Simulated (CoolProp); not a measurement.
Vapour pressure (MPa) of isobutene: the reference equation beside estimates from Tc = 418.1 K, pc = 4.016 MPa, ω = 0.193. Clausius-Clapeyron is anchored at 192.4 K with a constant enthalpy of vaporisation of 25.54 kJ/mol.

Computed with CoolProp (reference Helmholtz-energy equation of state, Lemmon 2005). It is a short technical equation, of lower accuracy than the large ones.

```json
[
 {"T (K)": "192.4", "reference": "0.001491", "Lee-Kesler": "0.001441", "Clausius-Clapeyron": "0.001491", "van der Waals": "0.06223", "Redlich-Kwong": "0.002655", "Soave-Redlich-Kwong": "0.001473", "Peng-Robinson": "0.001635"},
 {"T (K)": "212.7", "reference": "0.006704", "Lee-Kesler": "0.006482", "Clausius-Clapeyron": "0.006845", "van der Waals": "0.1254", "Redlich-Kwong": "0.01150", "Soave-Redlich-Kwong": "0.006603", "Peng-Robinson": "0.007051"},
 {"T (K)": "233", "reference": "0.02231", "Lee-Kesler": "0.02175", "Clausius-Clapeyron": "0.02410", "van der Waals": "0.2247", "Redlich-Kwong": "0.03622", "Soave-Redlich-Kwong": "0.02201", "Peng-Robinson": "0.02287"},
 {"T (K)": "253.3", "reference": "0.05951", "Lee-Kesler": "0.05864", "Clausius-Clapeyron": "0.06932", "van der Waals": "0.3689", "Redlich-Kwong": "0.09098", "Soave-Redlich-Kwong": "0.05895", "Peng-Robinson": "0.06009"},
 {"T (K)": "273.5", "reference": "0.1339", "Lee-Kesler": "0.1333", "Clausius-Clapeyron": "0.1698", "van der Waals": "0.5646", "Redlich-Kwong": "0.1929", "Soave-Redlich-Kwong": "0.1334", "Peng-Robinson": "0.1341"},
 {"T (K)": "293.8", "reference": "0.2667", "Lee-Kesler": "0.2672", "Clausius-Clapeyron": "0.3690", "van der Waals": "0.8210", "Redlich-Kwong": "0.3628", "Soave-Redlich-Kwong": "0.2671", "Peng-Robinson": "0.2662"},
 {"T (K)": "314.1", "reference": "0.4814", "Lee-Kesler": "0.4840", "Clausius-Clapeyron": "0.7253", "van der Waals": "1.144", "Redlich-Kwong": "0.6206", "Soave-Redlich-Kwong": "0.4847", "Peng-Robinson": "0.4804"},
 {"T (K)": "334.3", "reference": "0.8026", "Lee-Kesler": "0.8076", "Clausius-Clapeyron": "1.310", "van der Waals": "1.536", "Redlich-Kwong": "0.9840", "Soave-Redlich-Kwong": "0.8120", "Peng-Robinson": "0.8025"}
]
```

Absolute difference from the reference over all 8 rows, mean and median: Lee-Kesler 1.6 and 1.0 %, Clausius-Clapeyron 25.7 and 21.6 %, van der Waals 1003.7 and 420.8 %, Redlich-Kwong 49.6 and 48.5 %, Soave-Redlich-Kwong 0.9 and 1.1 %, Peng-Robinson 2.4 and 0.6 %.
